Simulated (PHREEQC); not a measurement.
Model water analysis in mg/kgw, 25 °C, pH 5.8, pe 0.2: Na 0.022; K 0.113; Ca 0.00734; Mg 0.0462; Cl 0.0319; S(6) as SO4 0.0846; Alkalinity as HCO3 0.302; Mn(2) 5.04e-05; B 0.000274.

Valence states are taken as typed.

The numbers come from PHREEQC with the ion-association model, phreeqc.dat.

This is a speciation only: nothing precipitates in the calculation.

**Question.** Predict the ionic strength.

**Answer.** ionic strength 1.24e-5 mol/kgw.

**Question.** In which forms is C present?

**Answer.** CO2 78 %, HCO3- 22 % of the C.
